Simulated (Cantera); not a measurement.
A closed system holds: 1 mol SiCl4, 0.17 mol O3, a varied amount of H2, equilibrated at 948 K and 0.00930 bar.

Method: chemical equilibrium by Gibbs-energy minimisation in Cantera with the NASA 1993 tables (ideal gas, pure condensed phases). Candidate condensed phases: H2O, Si, SiO2; 30 gas species. The tables' values for SiCl3 are old estimates; treat these amounts as uncertain. Equilibrium is a limit: real reactors are often held back by kinetics, nucleation or transport.

x: gas mole fraction; n: condensed amount in mol.

```json
[
 {"n(H2) (mol)": "0.35", "x H2": "1.63e-11", "x HCl": "0.436", "x SiCl4": "0.464", "x Cl2": "0.0994", "x SiHCl3": "<1e-12", "x Cl": "0.000559", "n SiO2(β-quartz)": "0.255"},
 {"n(H2) (mol)": "0.89", "x H2": "0.177", "x HCl": "0.476", "x SiCl4": "0.347", "x Cl2": "1.09e-11", "x SiHCl3": "0.000579", "x Cl": "5.87e-9", "n SiO2(β-quartz)": "0.255"},
 {"n(H2) (mol)": "2.2", "x H2": "0.487", "x HCl": "0.297", "x SiCl4": "0.214", "x Cl2": "1.54e-12", "x SiHCl3": "0.00158", "x Cl": "2.20e-9", "n SiO2(β-quartz)": "0.255"},
 {"n(H2) (mol)": "5.6", "x H2": "(withheld)", "x HCl": "(withheld)", "x SiCl4": "(withheld)", "x Cl2": "<1e-12", "x SiHCl3": "(withheld)", "x Cl": "(withheld)", "n SiO2(β-quartz)": "0.255"},
 {"n(H2) (mol)": "14", "x H2": "0.881", "x HCl": "(withheld)", "x SiCl4": "(withheld)", "x Cl2": "<1e-12", "x SiHCl3": "0.00261", "x Cl": "(withheld)", "n SiO2(β-quartz)": "0.255"},
 {"n(H2) (mol)": "35", "x H2": "0.948", "x HCl": "0.0311", "x SiCl4": "0.0178", "x Cl2": "<1e-12", "x SiHCl3": "0.00244", "x Cl": "1.65e-10", "n SiO2(β-quartz)": "0.255"},
 {"n(H2) (mol)": "89", "x H2": "0.978", "x HCl": "0.0138", "x SiCl4": "0.00596", "x Cl2": "<1e-12", "x SiHCl3": "0.00190", "x Cl": "7.24e-11", "n SiO2(β-quartz)": "0.255"}
]
```

Problem. Complete the blanks.

Solution. 
- 5.6, x H2: 0.740
- 5.6, x HCl: 0.151
- 5.6, x SiCl4: 0.106
- 5.6, x SiHCl3: 0.00233
- 5.6, x Cl: 9.12e-10
- 14, x HCl: 0.0698
- 14, x SiCl4: 0.0459
- 14, x Cl: 3.85e-10
